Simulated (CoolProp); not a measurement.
Vapour-liquid equilibrium of n-heptane (1) + ethylbenzene (2) at 172.45 °C; x and y are mole fractions of (1).

Values from CoolProp's multi-fluid Helmholtz-energy mixture model, Span 2003 and Zhou 2012; pair parameters Bell 2016.

```tsv
x	bubble pressure (MPa)	y at the bubble point	dew pressure at overall composition x (MPa)	liquid density (mol/L)
0.05	0.2683	0.125	0.2538	6.725
0.15	0.3115	0.311	0.2735	6.561
0.25	0.3509	0.447	0.2961	6.401
0.35	0.3873	0.553	0.3221	6.245
0.45	0.4216	0.641	0.3520	6.094
0.55	0.4542	0.717	0.3863	5.946
0.65	0.4858	0.786	0.4254	5.803
0.75	0.5166	0.850	0.4691	5.664
0.85	0.5471	0.911	0.5168	5.528
0.95	0.5775	0.970	0.5671	5.397
```

No azeotrope shows between x = 0.05 and 0.95.

Pair parameters are fitted to limited data, so mixtures are less certain than the pure fluids.
